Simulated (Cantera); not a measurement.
**Thermodynamics of calcination and drying, feed K2CO3 + C + H2O**

A closed system holds: 1 mol K2CO3, 0.97 mol C, 0.012 mol H2O, at 1098.15 K and 1.00 Torr.

Method: chemical equilibrium by Gibbs-energy minimisation in Cantera with the NASA 1993 tables (ideal gas, pure condensed phases). Candidate condensed phases: C, C6H6, C7H8, C8H18, H2O, K, KOH, KO2, K2CO3, K2O, K2O2; 116 gas species. The numbers say what is thermodynamically allowed, not how fast it happens.

The x(CO) is 0.516, the x(K) comes out as 0.419 and the x(CO2) is 0.0587. The x(KOH) comes out as 0.00356. The x(H2) comes out as 0.00244, the x(H2O) comes out as 0.000280 and the x(K2) is 1.41e-5. The n(K2CO3(s)) comes out as 0.438 mol and the gas amount comes out as 2.664 mol. The log10 activity of KOH(l) (absent) comes out as -3.11, the log10 activity of C(graphite) (absent) comes out as -3.26 and the log10 activity of K(l) (absent) is -3.47.
